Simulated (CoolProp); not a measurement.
A single-stage vapour-compression cycle with R227EA: evaporating at 285.15 K (dew point), condensing at 320.15 K (bubble point), superheat 2 K, subcooling 5 K, compressor efficiency 0.7, no pressure losses. Each further row changes one setting.

Model: reference Helmholtz-energy equation of state, Lemmon 2016, in CoolProp.

```
case                              cooling COP  pressure ratio  discharge temperature (K)  refrigerating effect (kJ/kg)  volumetric capacity (kJ/m³)
--------------------------------  -----------  --------------  -------------------------  ----------------------------  ---------------------------
as stated                                   ?            2.83                      320.1                          84.6                         2000
evaporating temperature 290.15 K         5.71            2.40                      320.1                          87.8                         2450
condensing temperature 315.15 K             ?               ?                      315.1                          90.7                         2150
subcooling 10 K                          4.98            2.83                      320.1                          90.7                         2150
superheat 12 K                              ?            2.83                      328.6                          93.1                            ?
compressor efficiency 0.6                3.98            2.83                      321.9                          84.6                         2000
```

What belongs in the gaps?


- as stated, cooling COP: 4.65
- condensing temperature 315.15 K, cooling COP: 5.67
- condensing temperature 315.15 K, pressure ratio: 2.48
- superheat 12 K, cooling COP: 4.80
- superheat 12 K, volumetric capacity (kJ/m³): 2100

The compression ends wet for: as stated; evaporating temperature 290.15 K; condensing temperature 315.15 K; subcooling 10 K.
